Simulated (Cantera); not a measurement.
Charge: 1 mol CH3Cl, a varied amount of Si, equilibrated at 2100 K and 33.0 Pa.

These are equilibrium values from Cantera (NASA tables, ideal gas, pure condensed phases), not measurements of a reactor. Candidate condensed phases: C, C6H6, C7H8, C8H18, Si, SiC; 109 gas species. Rates play no part.

**Question.** What share of the Si ends up in condensed phases as a function of n(Si) (mol), at 0.023, 0.044, 0.086, 0.17, 0.32, 0.63, 1.2?

**Answer.** 
```
n(Si) (mol)  Si condensed (%)      as
-----------  ----------------  ------
0.023                     0.0       -
0.044                     0.0       -
0.086                     0.0       -
0.17                      0.0       -
0.32                     45.6  SiC(s)
0.63                     72.4  SiC(s)
1.2                      82.3  SiC(s)
```
